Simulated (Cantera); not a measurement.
A perfectly stirred reactor is fed with H₂ : O₂ = 0.27 : 1 (molar parts), at 10.00 Torr; it is held at 1473 K, and followed from long to short residence time.

Cantera simulation using GRI-Mech 3.0 (53 species, 325 reactions); the numbers are that mechanism's predictions, not measurements. Radical loss at walls, strong at low pressure, is not modelled. The temperature is held fixed by assumption; the heat of reaction is taken as removed at once.

x: mole fraction; the columns are a selection and need not sum to one.

| τ (s) | x H₂ | x O₂ | x H | x OH | x O |
|---|---|---|---|---|---|
| 1.6 | 0.000710 | 0.755 | 0.000616 | 0.00562 | 0.00458 |
| 0.53 | ? | 0.750 | ? | ? | ? |
| 0.17 | 0.00291 | 0.739 | 0.00535 | 0.0113 | 0.0193 |
| 0.055 | 0.00540 | 0.719 | 0.0141 | 0.0152 | 0.0368 |
| 0.018 | ? | 0.692 | ? | ? | ? |
| 0.0057 | 0.0119 | 0.669 | 0.0462 | 0.0210 | 0.0804 |
| 0.0019 | 0.0157 | 0.659 | 0.0553 | 0.0224 | 0.0873 |
| 0.00060 | 0.0251 | 0.663 | 0.0589 | 0.0242 | 0.0820 |
| 0.00019 | 0.0509 | 0.683 | 0.0559 | 0.0256 | 0.0638 |

Question: Fill in the missing entries.

Answer: 
- 0.53, x H₂: 0.00145
- 0.53, x H: 0.00183
- 0.53, x OH: 0.00802
- 0.53, x O: 0.00944
- 0.018, x H₂: 0.00863
- 0.018, x H: 0.0297
- 0.018, x OH: 0.0188
- 0.018, x O: 0.0604
